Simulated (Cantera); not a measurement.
# Moist CO burnout

An isothermal, constant-pressure homogeneous reactor starts with 0.353 % CO, 2.69 % O2, 4.18 % H2O, 92.8 % N2, equivalence ratio 0.066, at 900 K and 11000 Pa.

Model: GRI-Mech 3.0 (53 species, 325 reactions), integrated in Cantera.

```tsv
t (s)	x CO	x O2	x H2O	x N2O	x O	x H2O2
4.00e-5	0.00353	0.0269	0.0418	<1e-12	<1e-12	<1e-12
0.000137	0.00353	0.0269	0.0418	<1e-12	<1e-12	<1e-12
0.000466	0.00353	0.0269	0.0418	<1e-12	<1e-12	<1e-12
0.00159	0.00353	0.0269	0.0418	<1e-12	1.32e-12	<1e-12
0.00543	0.00353	0.0269	0.0418	<1e-12	4.55e-12	<1e-12
0.0185	0.00353	0.0269	0.0418	<1e-12	2.57e-11	<1e-12
0.0632	0.00353	0.0269	0.0418	<1e-12	1.37e-9	<1e-12
0.216	0.00319	0.0267	0.0417	7.72e-10	2.27e-5	9.42e-8
0.737	0.000876	0.0256	0.0418	6.86e-9	6.87e-6	1.09e-7
2.51	0.000121	0.0252	0.0418	1.03e-8	7.56e-7	4.72e-8
8.58	8.89e-6	0.0252	0.0418	1.13e-8	5.07e-8	7.53e-9
29.3	4.54e-7	0.0252	0.0418	1.15e-8	3.27e-9	1.16e-9
100	1.87e-8	0.0252	0.0418	1.15e-8	3.38e-10	1.66e-10
```
x: mole fraction; the columns are a selection and need not sum to one.

Equilibrium at this temperature and pressure: CO <1e-12, O2 0.0252, H2O 0.0418, N2O 1.16e-10, O 2.59e-12, H2O2 1.50e-12 (gas phase only).
